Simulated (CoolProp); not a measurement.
Values from CoolProp's reference Helmholtz-energy equation of state, Akasaka 2024.

**Question.** For R1132(E), give the phase and the cp (kJ/(kg K)), cv (kJ/(kg K)), speed of sound (m/s) at 347.7 K and 0.101 MPa; 355.2 K and 0.101 MPa.

**Answer.** 
- 347.7 K and 0.101 MPa: gas; cp 1.03, cv 0.897, speed of sound 226
- 355.2 K and 0.101 MPa: gas; cp 1.04, cv 0.909, speed of sound 229
